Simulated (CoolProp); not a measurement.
Vapour-liquid equilibrium of CH2F2 (R32) (1) + propane (2) at 257.5 K; x and y are mole fractions of (1).

Model: multi-fluid Helmholtz-energy mixture model, Tillner-Roth 1997 and Lemmon 2009; pair parameters Bell 2016, in CoolProp.

```tsv
x	bubble pressure (kPa)	y at the bubble point	dew pressure at overall composition x (kPa)	liquid density (mol/L)
0.05	406.2	0.306	300.0	12.63
0.15	547.3	0.506	334.5	13.03
0.25	609.7	0.573	377.3	13.49
0.35	634.8	0.602	431.4	14.02
0.45	644.0	0.616	500.6	14.66
0.55	647.4	0.625	587.9	15.43
0.65	648.2	0.635	645.8	16.36
0.75	644.2	0.656	599.8	17.47
0.85	623.4	0.704	546.9	18.80
0.95	552.9	0.838	498.6	20.38
```

y crosses x between x = 0.55 and 0.65: the model has an azeotrope there.

The pair parameters rest on a limited set of measurements; away from them the model extrapolates. With so large a gap from Raoult's law the liquid may split in two, which this calculation doesn't test in full.
